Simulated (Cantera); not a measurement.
An isothermal, constant-pressure homogeneous reactor starts with H₂ : O₂ : N₂ = 1.1 : 1 : 5.7 (molar parts), equivalence ratio 0.55, at 1098 K and 100000 Pa.

Model: GRI-Mech 3.0 (53 species, 325 reactions), integrated in Cantera. The temperature is held fixed by assumption; the heat of reaction is taken as removed at once.

One state of this run: x H₂ = 7.69e-10; x O₂ = 0.0621; x H₂O₂ = 3.34e-10; x O = 5.95e-10; x NO = 1.44e-6. x: mole fraction; the columns are a selection and need not sum to one.

Task: Which value of t (s) does it belong to?
A. 0.119
B. 90.0
C. 0.000157
D. 0.0227

Result: B, 90.0
